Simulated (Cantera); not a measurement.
Input: 1 mol SiC, 0.031 mol CO2, 320 mol N2, 0.31 mol N2O, held at 8.00 Pa.

Equilibrium computed with Cantera from the NASA thermochemical tables; the gas is ideal and each condensed phase is pure. Candidate condensed phases: C, Si, SiC, SiO2, Si2N2O, Si3N4; 34 gas species. Mutual solubility and eutectic melting of coexisting phases are not modelled. The numbers say what is thermodynamically allowed, not how fast it happens.

log p: log10 of the partial pressure in bar; n: condensed amount in mol.

```
T (°C)  log p N2  log p CO  log p Si  log p SiO  log p Si2C  n SiC(s)  n Si2N2O(s)
------  --------  --------  --------  ---------  ----------  --------  -----------
1027       -4.10     -7.19    -12.18      -8.90           ?     0.774        0.110
1077       -4.10     -7.21    -11.07      -8.11           ?     0.783       0.0931
1127       -4.10     -7.29    -10.01      -7.41           ?     0.824      0.00972
1177       -4.10     -7.30     -9.37      -7.37           ?     0.829            0
1227       -4.10     -7.29     -8.81      -7.38           ?     0.826            0
1277       -4.10     -7.28     -8.29      -7.40           ?     0.819            0
1327       -4.10     -7.24     -7.83      -7.46           ?     0.799            0
1377       -4.10     -7.17     -7.46      -7.60           ?     0.759            0
1427       -4.10     -7.09     -7.22      -7.92           ?     0.705            0
1477       -4.10     -7.05     -7.11      -8.50           ?     0.668            0
```

**Question.** Complete the blanks.

**Answer.** 
- 1027, log p Si2C: -15.79
- 1077, log p Si2C: -14.46
- 1127, log p Si2C: -13.20
- 1177, log p Si2C: -12.37
- 1227, log p Si2C: -11.62
- 1277, log p Si2C: -10.94
- 1327, log p Si2C: -10.33
- 1377, log p Si2C: -9.82
- 1427, log p Si2C: -9.44
- 1477, log p Si2C: -9.20
